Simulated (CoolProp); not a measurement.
Methane along the isotherm -131.05 °C: density (kg/m³) from the reference equation and from simpler models built on Tc = -82.6 °C, pc = 4.599 MPa, ω = 0.011; each cubic takes its own stable root.

Values from CoolProp's reference Helmholtz-energy equation of state, Setzmann 1991.

```json
[
 {"p (MPa)": "0.144", "phase": "gas", "reference": "2.005", "van der Waals": "1.993", "Peng-Robinson": "2.007"},
 {"p (MPa)": "0.287", "phase": "gas", "reference": "4.107", "van der Waals": "4.052", "Peng-Robinson": "4.112"},
 {"p (MPa)": "0.431", "phase": "gas", "reference": "6.353", "van der Waals": "6.216", "Peng-Robinson": "6.364"},
 {"p (MPa)": "0.575", "phase": "gas", "reference": "8.758", "van der Waals": "8.484", "Peng-Robinson": "8.769"},
 {"p (MPa)": "0.862", "phase": "liquid", "reference": "373.3", "van der Waals": "13.38", "Peng-Robinson": "410.6"},
 {"p (MPa)": "1.01", "phase": "liquid", "reference": "373.6", "van der Waals": "16.15", "Peng-Robinson": "411.0"},
 {"p (MPa)": "1.15", "phase": "liquid", "reference": "373.9", "van der Waals": "18.97", "Peng-Robinson": "411.5"},
 {"p (MPa)": "1.29", "phase": "liquid", "reference": "374.2", "van der Waals": "254.8", "Peng-Robinson": "411.9"},
 {"p (MPa)": "1.44", "phase": "liquid", "reference": "374.4", "van der Waals": "255.3", "Peng-Robinson": "412.3"},
 {"p (MPa)": "1.58", "phase": "liquid", "reference": "374.7", "van der Waals": "255.8", "Peng-Robinson": "412.7"},
 {"p (MPa)": "1.72", "phase": "liquid", "reference": "375.0", "van der Waals": "256.3", "Peng-Robinson": "413.1"},
 {"p (MPa)": "1.87", "phase": "liquid", "reference": "375.2", "van der Waals": "256.8", "Peng-Robinson": "413.5"},
 {"p (MPa)": "2.01", "phase": "liquid", "reference": "375.5", "van der Waals": "257.3", "Peng-Robinson": "413.9"},
 {"p (MPa)": "2.16", "phase": "liquid", "reference": "375.8", "van der Waals": "257.7", "Peng-Robinson": "414.3"},
 {"p (MPa)": "2.3", "phase": "liquid", "reference": "376.0", "van der Waals": "258.2", "Peng-Robinson": "414.7"}
]
```

At some of these states van der Waals gives the other phase, because its saturation line lies elsewhere.
